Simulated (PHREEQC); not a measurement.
Synthetic water in mmol/kgw, 20 °C, pH 6.22, pe 11.8:

```json
[
 {"constituent": "Na", "mmol/kgw": "2.76"},
 {"constituent": "K", "mmol/kgw": "0.266"},
 {"constituent": "Ca", "mmol/kgw": "2.04"},
 {"constituent": "Mg", "mmol/kgw": "2.2"},
 {"constituent": "Cl", "mmol/kgw": "2.79"},
 {"constituent": "S(6)", "mmol/kgw": "2.78"},
 {"constituent": "Alkalinity (meq/kgw)", "mmol/kgw": "3.41"},
 {"constituent": "O(0) (counted as O atoms)", "mmol/kgw": "0.00852"},
 {"constituent": "B", "mmol/kgw": "0.0262"}
]
```

Na is adjusted to close the charge balance.
Valence states are taken as typed.

Computed with PHREEQC (ion-association model, wateq4f.dat).

No solid was allowed to form.

**Question.** Order these Ca species by the share of Ca that they hold, largest first: Ca+2, CaSO4, CaHCO3+.

**Answer.** Ca+2 (85 %), CaSO4 (13 %), CaHCO3+ (2.0 %)

**Question.** Order these Mg species by the share of Mg that they hold, largest first: Mg+2, MgSO4, MgHCO3+.

**Answer.** Mg+2 (84 %), MgSO4 (14 %), MgHCO3+ (2.0 %)

The pH is 6.22 and the ionic strength 0.0162 mol/kgw.
